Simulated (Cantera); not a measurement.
**Equilibrium for oxide etching and cleaning by halides: B2O3 + NF3 + H2**

Input: 1 mol B2O3, 9.7 mol NF3, 30 mol H2, held at 977 °C and 10000 Pa.

Equilibrium computed with Cantera from the NASA thermochemical tables; the gas is ideal and each condensed phase is pure. Candidate condensed phases: B, BN, B2O3, B3O3H3, H2O; 62 gas species. Gases not in the tables: H3BO3. The numbers say what is thermodynamically allowed, not how fast it happens.

The x(HF) comes out as 0.478 and the x(H2) is 0.319. The x(N2) is 0.100, the x(H2O) comes out as 0.0617 and the x(BF3) is 0.0410. The x(BOF) comes out as 0.000288 and the x(HBO2) is 1.10e-5. The x(BHF2) comes out as 2.95e-6 and the gas amount is 48.41 mol. The log10 activity of B(s) (absent) is -9.96 and the log10 activity of B3O3H3(s) (absent) is -22.40.
